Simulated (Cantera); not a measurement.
Feed: 1 mol MgO, 2.8 mol F₂, equilibrated at 4.88 Torr.

Cantera equilibrium calculation (NASA polynomials, part measured and part estimated; ideal gas, pure solids and liquids). Candidate condensed phases: Mg, MgF₂, MgO; 14 gas species. Rates play no part.

### Question
What share of the Mg ends up in condensed phases as a function of T (K), at 1448, 1473, 1498, 1523, 1548, 1573, 1598, 1623, 1648, 1673, 1698, 1723?

### Answer
```
T (K)  Mg condensed (%)       as
-----  ----------------  -------
1448               98.8  MgF₂(s)
1473               98.0  MgF₂(s)
1498               96.6  MgF₂(s)
1523               94.5  MgF₂(s)
1548               91.4  MgF₂(l)
1573               87.2  MgF₂(l)
1598               81.3  MgF₂(l)
1623               72.7  MgF₂(l)
1648               60.3  MgF₂(l)
1673               42.3  MgF₂(l)
1698               15.8  MgF₂(l)
1723                0.0        -
```
